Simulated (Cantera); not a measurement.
Cantera run:

```python
import numpy as np
import cantera as ct

gas_names = """
    TiCL3
""".split()
cond_names = """
    Ti(a) Ti(b) Ti(L) TiCL4(L)
""".split()


# ... load() reads the species with a 1 bar reference pressure and builds the phases ...
species = {s.name: s for s in load("nasa_gas.yaml", gas_names) + load("nasa_condensed.yaml", cond_names)}
# Each term lists the table entries of one substance; the one whose range holds T is used.
reactions = {
    '4 TiCl3(g) = Ti + 3 TiCl4':
        [(-4, ['TiCL3']), (1, ['Ti(a)', 'Ti(b)', 'Ti(L)']), (3, ['TiCL4(L)'])],
}


def pick(names, T):
    return next(species[n] for n in names if species[n].thermo.min_temp <= T <= species[n].thermo.max_temp)


results = []
for label, terms in reactions.items():
    print(label)
    print("     T/K   dH/kJ  dS/(J/K)   dG/kJ   log10 K")
    for T in [473, 483, 493, 503, 513, 523, 533, 543]:
        used = [(nu, pick(names, T)) for nu, names in terms]
        dH = sum(nu * s.thermo.h(T) for nu, s in used) / 1e6
        dS = sum(nu * s.thermo.s(T) for nu, s in used) / 1e3
        dG = dH - T * dS / 1e3
        logK = -dG * 1e6 / (ct.gas_constant * T * np.log(10))
        results.append((label, T, dH, dS, dG, logK, [s.name for _, s in used]))
        print(f"{T:8g} {dH:8.1f} {dS:8.1f} {dG:8.1f} {logK:8.2f}")
```

Output:

```
4 TiCl3(g) = Ti + 3 TiCl4
     T/K   dH/kJ  dS/(J/K)   dG/kJ   log10 K
     473   -228.3   -407.9    -35.3     3.90
     483   -226.9   -404.9    -31.3     3.38
     493   -225.4   -402.0    -27.2     2.89
     503   -224.0   -399.2    -23.2     2.41
     513   -222.6   -396.4    -19.3     1.96
     523   -221.2   -393.7    -15.3     1.53
     533   -219.8   -391.0    -11.4     1.12
     543   -218.4   -388.4     -7.5     0.72
```

Source: NASA polynomial tables (part measured, part estimated), evaluated in Cantera. Condensed species are held in their standard states even where they would react or evaporate.
